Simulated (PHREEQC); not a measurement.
A column of 1 m (30 cells, dispersivity 0.05 m, 300 s a shift, diffusion coefficient 3e-10 m²/s) holds 0.054 eq of the database's cation exchanger X per kg of pore water, first in equilibrium with 0.73 mmol/kgw CaCl2, 8.5 mmol/kgw ZnCl2 and 0.01 mmol/kgw HCl. It is flushed with 9.8 mmol/kgw SrCl2, 19 mmol/kgw ZnCl2 and 0.01 mmol/kgw HCl, at 40 °C. Values are for the last cell. No CO2 enters from the air. Precipitation was switched off in this run.

The numbers come from PHREEQC with the ion-association model, phreeqc.dat.

```tsv
pore volumes	Sr in solution (mol/kgw)	Ca in solution (mol/kgw)	Cl in solution (mol/kgw)	Zn in solution (mol/kgw)	ZnX2 on the exchanger (mol/kgw)	SrX2 on the exchanger (mol/kgw)
0	0	0.000730	0.0185	0.00850	0.0245	0
0.4167	0	0.000734	0.0186	0.00855	0.0245	0
0.6833	1.25e-9	0.000941	0.0240	0.0111	0.0245	4.20e-9
1.083	3.91e-5	0.00167	0.0443	0.0204	0.0244	7.32e-5
1.483	0.000915	0.00179	0.0546	0.0246	0.0234	0.00139
1.883	0.00323	0.00133	0.0571	0.0240	0.0210	0.00451
2.15	0.00498	0.000958	0.0575	0.0228	0.0192	0.00672
2.55	0.00713	0.000515	0.0576	0.0211	0.0172	0.00925
2.95	0.00845	0.000251	0.0576	0.0201	0.0160	0.0107
3.35	0.00916	0.000116	0.0576	0.0195	0.0154	0.0115
3.617	0.00942	6.75e-5	0.0576	0.0193	0.0151	0.0118
4.017	0.00963	2.95e-5	0.0576	0.0191	0.0150	0.0120
```

Species that the database lacks are ignored. Away from 25 °C the constants follow the database's enthalpies or fits; those with neither stay at their 25 °C values.
